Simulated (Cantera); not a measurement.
**Ignition delay**

Mixture: 8.83 % CH₄, 4.68 % CO, 18.2 % O₂, 68.3 % N₂, equivalence ratio 1.1, at 1.80 bar, adiabatic and at constant pressure. Ignition delay is the time to a rise of 400 K.

Model: GRI-Mech 3.0 (53 species, 325 reactions), integrated in Cantera.

```json
[
 {"T0 (K)": "1050", "delay (ms)": "467"},
 {"T0 (K)": "1125", "delay (ms)": "128"},
 {"T0 (K)": "1200", "delay (ms)": "39.0"},
 {"T0 (K)": "1275", "delay (ms)": "13.1"},
 {"T0 (K)": "1350", "delay (ms)": "4.80"},
 {"T0 (K)": "1425", "delay (ms)": "1.91"},
 {"T0 (K)": "1500", "delay (ms)": "0.824"},
 {"T0 (K)": "1575", "delay (ms)": "0.390"}
]
```

| Quantity | Result |
|---|---|
| apparent activation energy between 1425 and 1575 K | 200 kJ/mol |
